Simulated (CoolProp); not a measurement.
Properties of dry air at several states.

The numbers come from the reference Helmholtz-energy equation of state, Lemmon 2000 in CoolProp. It is a pseudo-pure fit of the blend.

```json
[
 {"T (°C)": "262.45", "p (bar)": "170", "phase": "supercritical", "density (kg/m³)": "103.2", "Joule-Thomson coefficient (K/MPa)": "0.01726", "conductivity (mW/(m K))": "46.1"},
 {"T (°C)": "693.85", "p (bar)": "0.135", "phase": "gas", "density (kg/m³)": "0.04863", "Joule-Thomson coefficient (K/MPa)": "-0.4712", "conductivity (mW/(m K))": "66.0"},
 {"T (°C)": "664.65", "p (bar)": "1.82", "phase": "gas", "density (kg/m³)": "0.6757", "Joule-Thomson coefficient (K/MPa)": "-0.4476", "conductivity (mW/(m K))": "64.5"},
 {"T (°C)": "493.45", "p (bar)": "1.02", "phase": "gas", "density (kg/m³)": "0.4634", "Joule-Thomson coefficient (K/MPa)": "-0.2431", "conductivity (mW/(m K))": "55.4"},
 {"T (°C)": "142.85", "p (bar)": "7.72", "phase": "gas", "density (kg/m³)": "6.454", "Joule-Thomson coefficient (K/MPa)": "0.9688", "conductivity (mW/(m K))": "34.7"}
]
```

Thermal conductivity comes from a separate model (Lemmon 2004).
